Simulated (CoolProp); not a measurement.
Vapour pressure (bar) of oxygen: the reference equation beside estimates from Tc = -118.6 °C, pc = 50.46 bar, ω = 0.022.

The numbers come from the reference Helmholtz-energy equation of state, Schmidt 1985 in CoolProp.

```json
[
 {"T (°C)": "-154.15", "reference": "9.642", "Soave-Redlich-Kwong": "9.715", "Peng-Robinson": "9.683"},
 {"T (°C)": "-151.75", "reference": "11.08", "Soave-Redlich-Kwong": "11.18", "Peng-Robinson": "11.13"},
 {"T (°C)": "-149.35", "reference": "12.66", "Soave-Redlich-Kwong": "12.79", "Peng-Robinson": "12.72"},
 {"T (°C)": "-146.95", "reference": "14.40", "Soave-Redlich-Kwong": "14.56", "Peng-Robinson": "14.47"},
 {"T (°C)": "-144.55", "reference": "16.30", "Soave-Redlich-Kwong": "16.50", "Peng-Robinson": "16.39"},
 {"T (°C)": "-142.15", "reference": "18.38", "Soave-Redlich-Kwong": "18.61", "Peng-Robinson": "18.48"},
 {"T (°C)": "-139.75", "reference": "20.64", "Soave-Redlich-Kwong": "20.91", "Peng-Robinson": "20.76"},
 {"T (°C)": "-137.35", "reference": "23.09", "Soave-Redlich-Kwong": "23.40", "Peng-Robinson": "23.24"},
 {"T (°C)": "-134.95", "reference": "25.75", "Soave-Redlich-Kwong": "26.08", "Peng-Robinson": "25.91"},
 {"T (°C)": "-132.55", "reference": "28.62", "Soave-Redlich-Kwong": "28.98", "Peng-Robinson": "28.81"},
 {"T (°C)": "-130.25", "reference": "31.58", "Soave-Redlich-Kwong": "31.96", "Peng-Robinson": "31.79"},
 {"T (°C)": "-127.85", "reference": "34.91", "Soave-Redlich-Kwong": "35.29", "Peng-Robinson": "35.13"}
]
```

Absolute difference from the reference over all 12 rows, mean and median: Soave-Redlich-Kwong 1.1 and 1.2 %, Peng-Robinson 0.6 and 0.6 %.
